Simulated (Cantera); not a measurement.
Cantera run:

```python
import numpy as np
import cantera as ct

gas_names = [...]  # 127 gases of nasa_gas.yaml made of C, Fe, H, O, S
cond_names = """
    C(gr) C6H6(L) C7H8(L) C8H18(L),n-octa Fe(a) Fe(c) Fe(d) Fe(L) FeC5O5(L) FeO(s) FeO(L) Fe(OH)2(s)
    Fe(OH)3(s) FeS(a) FeS(b) FeS(c) FeS(L) FeSO4(s) FeS2(s) Fe2O3(s) Fe2S3O12(s) Fe3O4(s) H2O(s) H2O(L)
    H2SO4(L) S(cr1) S(cr2) S(L)
""".split()


# ... load() reads the species with a 1 bar reference pressure and builds the phases ...
atoms = {
    'Fe2O3': {'Fe': 2, 'O': 3},
    'H2S': {'H': 2, 'S': 1},
    'CO2': {'C': 1, 'O': 2},
}
top_T = {'C(gr)': 4500, 'FeSO4(s)': 950, 'FeS2(s)': 1010, 'Fe2O3(s)': 1830, 'Fe2S3O12(s)': 1100, 'Fe3O4(s)': 1870}  # K; cautious upper limits of use, not melting points


# ... equilibrate(T, P, feed) seeds the gas with the atoms and calls Mixture.equilibrate('TP', solver="vcs", rtol=1e-11, max_steps=5000) ...
results = []
feed = {'Fe2O3': 1, 'H2S': 0.55, 'CO2': 0.063}  # mol
P = 10000  # Pa
for T in [1098, 1148, 1198, 1248, 1298, 1348, 1398]:
    mix = equilibrate(T, P, feed)
    results.append((T, P, feed, dict(zip(mix.species_names, mix.species_moles))))
    x = sorted(zip(gas.X, gas.species_names), reverse=True)
    print(f"T = {T:g} K  P = {P:g} Pa  gas = {mix.phase_moles(0):.4g} mol")
    print("   x: " + "  ".join(f"{s} {v:.3e}" for v, s in x if v > 0.0001))
    print("   condensed (mol): " + ("  ".join(f"{mix.phase(i).name} {mix.phase_moles(i):.4g}"
          for i in range(1, mix.n_phases) if mix.phase_moles(i) > 1e-12) or "none"))
```

Result:

```
T = 1098 K  P = 10000 Pa  gas = 0.771 mol
   x: H2O 6.944e-01  SO2 1.886e-01  CO2 8.093e-02  S2 1.566e-02  H2S 1.272e-02  H2 6.221e-03  CO 7.300e-04  S2O 6.045e-04
   condensed (mol): FeS(c) 0.3696  Fe3O4(s) 0.5435
T = 1148 K  P = 10000 Pa  gas = 0.7722 mol
   x: H2O 6.901e-01  SO2 1.866e-01  CO2 8.029e-02  S2 1.877e-02  H2S 1.308e-02  H2 8.986e-03  CO 1.235e-03  S2O 6.764e-04  SO 1.235e-04
   condensed (mol): FeS(c) 0.3656  Fe3O4(s) 0.5448
T = 1198 K  P = 10000 Pa  gas = 0.7738 mol
   x: H2O 6.848e-01  SO2 1.846e-01  CO2 7.936e-02  S2 2.215e-02  H2S 1.340e-02  H2 1.258e-02  CO 1.991e-03  S2O 7.491e-04  SO 2.178e-04
   condensed (mol): FeS(c) 0.3611  Fe3O4(s) 0.5463
T = 1248 K  P = 10000 Pa  gas = 0.7757 mol
   x: H2O 6.782e-01  SO2 1.827e-01  CO2 7.807e-02  S2 2.576e-02  H2 1.712e-02  H2S 1.368e-02  CO 3.069e-03  S2O 8.220e-04  SO 3.668e-04  SH 1.021e-04
   condensed (mol): FeS(c) 0.356  Fe3O4(s) 0.548
T = 1298 K  P = 10000 Pa  gas = 0.8829 mol
   x: H2O 5.922e-01  SO2 2.635e-01  CO2 6.768e-02  S2 3.998e-02  H2 1.792e-02  H2S 1.275e-02  CO 3.593e-03  S2O 1.353e-03  SO 7.717e-04  SH 1.716e-04
   condensed (mol): FeO(s) 1.032  FeS(c) 0.2322  Fe3O4(s) 0.2453
T = 1348 K  P = 10000 Pa  gas = 0.9747 mol
   x: H2O 5.299e-01  SO2 3.073e-01  S2 6.028e-02  CO2 5.992e-02  H2 2.084e-02  H2S 1.334e-02  CO 4.613e-03  S2O 1.962e-03  SO 1.402e-03  SH 2.934e-04
   condensed (mol): FeO(s) 1.886  FeS(c) 0.1143
T = 1398 K  P = 10000 Pa  gas = 0.984 mol
   x: H2O 5.161e-01  SO2 2.944e-01  S2 7.787e-02  CO2 5.729e-02  H2 2.756e-02  H2S 1.502e-02  CO 6.617e-03  S2O 2.299e-03  SO 2.154e-03  SH 4.861e-04  COS 1.178e-04
   condensed (mol): FeO(s) 1.915  FeS(c) 0.08502
```

Method: chemical equilibrium by Gibbs-energy minimisation in Cantera with the NASA 1993 tables (ideal gas, pure condensed phases). Metal and sulfide melt together well below either melting point, which pure phases cannot show. Mutual solubility and eutectic melting of coexisting phases are not modelled. The tables' stoichiometric FeO is somewhat more stable than real wüstite, so its field is too wide. FeO, FeS: taken at fixed stoichiometry. Gases not in the tables: S3 to S7.
